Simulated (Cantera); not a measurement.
Charge: 1 mol PbO, 12 mol N2, held at 85.0 Pa.

Equilibrium computed with Cantera from the NASA thermochemical tables; the gas is ideal and each condensed phase is pure. Candidate condensed phases: Pb, PbO, PbO2, Pb3O4; 12 gas species. Equilibrium is a limit: real reactors are often held back by kinetics, nucleation or transport.

Q: What share of the Pb ends up in condensed phases as a function of T (°C), at 427, 477, 527, 577, 627, 677, 727, 777, 827?

A: 
```json
[
 {"T (°C)": "427", "Pb condensed (%)": "100.0", "as": "PbO(red)"},
 {"T (°C)": "477", "Pb condensed (%)": "100.0", "as": "PbO(red)"},
 {"T (°C)": "527", "Pb condensed (%)": "100.0", "as": "PbO(yellow)"},
 {"T (°C)": "577", "Pb condensed (%)": "100.0", "as": "PbO(yellow)"},
 {"T (°C)": "627", "Pb condensed (%)": "100.0", "as": "PbO(yellow)"},
 {"T (°C)": "677", "Pb condensed (%)": "99.9", "as": "PbO(yellow)"},
 {"T (°C)": "727", "Pb condensed (%)": "99.5", "as": "PbO(yellow)"},
 {"T (°C)": "777", "Pb condensed (%)": "97.5", "as": "PbO(yellow)"},
 {"T (°C)": "827", "Pb condensed (%)": "89.7", "as": "PbO(yellow)"}
]
```
